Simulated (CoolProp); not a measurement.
Vapour-liquid equilibrium of n-octane (1) + o-xylene (2) at 480.5 K; x and y are mole fractions of (1).

Computed with CoolProp (multi-fluid Helmholtz-energy mixture model, Beckmüller 2019 and Zhou 2012; pair parameters Bell 2016).

```
x     bubble pressure (bar)  y at the bubble point  dew pressure at overall composition x (bar)  liquid density (mol/L)
----  ---------------------  ---------------------  -------------------------------------------  ----------------------
0.05                  4.308                  0.073                                        4.268                   6.498
0.15                  4.547                  0.207                                        4.443                   6.252
0.25                  4.776                  0.327                                        4.628                   6.018
0.35                  4.998                  0.435                                        4.823                   5.795
0.45                  5.212                  0.536                                        5.028                   5.582
0.55                  5.421                  0.629                                        5.244                       ?
0.65                  5.625                  0.718                                        5.468                   5.184
0.75                  5.825                  0.802                                        5.701                   4.997
0.85                  6.023                  0.883                                            ?                   4.819
0.95                  6.219                      ?                                        6.190                   4.647
```

### Question
Fill in the missing entries.

### Answer

- 0.55, liquid density (mol/L): 5.378
- 0.85, dew pressure at overall composition x (bar): 5.942
- 0.95, y at the bubble point: 0.962

No azeotrope shows between x = 0.05 and 0.95.

The pair parameters rest on a limited set of measurements; away from them the model extrapolates.
